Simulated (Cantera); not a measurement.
Input: 1 mol CaF₂, 0.78 mol HF, 0.44 mol N₂, held at 2123.15 K.

These are equilibrium values from Cantera (NASA tables, ideal gas, pure condensed phases), not measurements of a reactor. Candidate condensed phases: Ca, CaF₂; 25 gas species. Kinetics and transport are ignored.

Question: Which condensed phases are stable at each of these points (P (Pa)): 0.100, 1, 10, 100, 1000, 10000, 100000?

Answer: 
```tsv
P (Pa)	condensed phases	Ca condensed (%)
0.100	gas only	0.0
1	gas only	0.0
10	gas only	0.0
100	gas only	0.0
1000	gas only	0.0
10000	CaF₂(l)	84.1
100000	CaF₂(l)	98.6
```

From 0.000750 Torr to 7.50 Torr nothing is condensed. From 75.0 Torr to 750 Torr the condensed part is CaF₂(l).
